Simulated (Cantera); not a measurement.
Feed: 1 mol c-C₄F₈, 0.11 mol HCl, 6 mol H₂, held at 8000 Pa.

Equilibrium computed with Cantera from the NASA thermochemical tables; the gas is ideal and each condensed phase is pure. Candidate condensed phases: C, C₆H₆, C₇H₈, C₈H₁₈; 118 gas species. The feed counts by its element totals alone. Kinetics and transport are ignored. All values below are at 1748 K.

Base state: HF 0.791, H₂ 0.198, HCl 0.0109, H 0.000359, C₂H₂ (acetylene) 2.23e-5, Cl 1.52e-5 (mole fractions); condensed: C(graphite).

Problem. What changes in the equilibrium state with this change: H₂ from 6 to 0.27 mol?

Solution. 
```csv
species,before,after
CF₄,<1e-9,0.707
HF,0.791,0.248
Cl,1.52e-5,0.0341
H₂,0.198,3.35e-9
HCl,0.0109,0.00316
CF₂,<1e-9,0.00302
CClF₃,<1e-9,0.00215
Cl₂,<1e-9,0.00154
"C(graphite), mol",4.00,2.16
```
Gases not in the tables: C₂F₆ and larger saturated fluorocarbons.
